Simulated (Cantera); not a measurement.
Cantera run, input and output.

```python
import numpy as np
import cantera as ct

gas = ct.Solution("gri30.yaml")
gas.TPX = 498, 1000000, {'CH4': 1, 'O2': 1.18, 'N2': 4.42}
inlet = ct.Reservoir(gas, clone=True)
gas.equilibrate("HP")  # start burning
reactor = ct.IdealGasConstPressureReactor(gas, energy="on", clone=False)
exhaust = ct.Reservoir(gas, clone=True)
tau = [0.12, 0.054, 0.025, 0.012, 0.0054, 0.0025, 0.0012, 0.00054, 0.00025, 0.00012, 5.4e-05][0]
for a, b in ((inlet, reactor), (reactor, exhaust)):
    ct.MassFlowController(a, b, mdot=lambda t: reactor.mass / tau)
net = ct.ReactorNet([reactor])
show = ['CH4', 'O2', 'CH2', 'H2O2', 'C2H6']

rows = []
print(f"{'tau/s':>10s}{'T/K':>9s}" + "".join(f"{s:>11s}" for s in show))
for tau in [0.12, 0.054, 0.025, 0.012, 0.0054, 0.0025, 0.0012, 0.00054, 0.00025, 0.00012, 5.4e-05]:
    net.initial_time = 0.0
    net.advance(30 * tau)
    before = gas.X
    net.advance(40 * tau)
    drift = np.max(np.abs(gas.X - before) / (gas.X + 1e-9))
    rows.append([gas.T, *gas[show].X, drift])
    print(f"{tau:10.3e}{gas.T:9.1f}" + "".join(f"{x:11.3e}" for x in gas[show].X))
```

Output:

```
     tau/s      T/K        CH4         O2        CH2       H2O2       C2H6
 1.200e-01   1930.1  3.362e-03  8.142e-05  9.319e-08  3.815e-09  1.038e-06
 5.400e-02   1938.6  4.752e-03  1.683e-04  1.755e-07  8.033e-09  2.340e-06
 2.500e-02   1947.1  6.309e-03  3.351e-04  3.204e-07  1.640e-08  4.793e-06
 1.200e-02   1954.5  7.981e-03  6.397e-04  5.619e-07  3.226e-08  9.132e-06
 5.400e-03   1959.5  1.003e-02  1.280e-03  1.010e-06  6.721e-08  1.806e-05
 2.500e-03   1958.3  1.231e-02  2.487e-03  1.701e-06  1.373e-07  3.513e-05
 1.200e-03   1946.2  1.500e-02  4.721e-03  2.589e-06  2.775e-07  6.941e-05
 5.400e-04   1904.7  1.947e-02  1.013e-02  3.375e-06  6.469e-07  1.708e-04
 2.500e-04    498.0  1.515e-01  1.788e-01 -2.915e-35  3.718e-18  4.940e-17
 1.200e-04    498.0  1.515e-01  1.788e-01 -9.801e-38 -1.686e-22 -2.241e-21
 5.400e-05    498.0  1.515e-01  1.788e-01 -5.973e-39 -1.065e-23 -1.415e-22
```

Computed with Cantera and GRI-Mech 3.0 (53 species, 325 reactions).
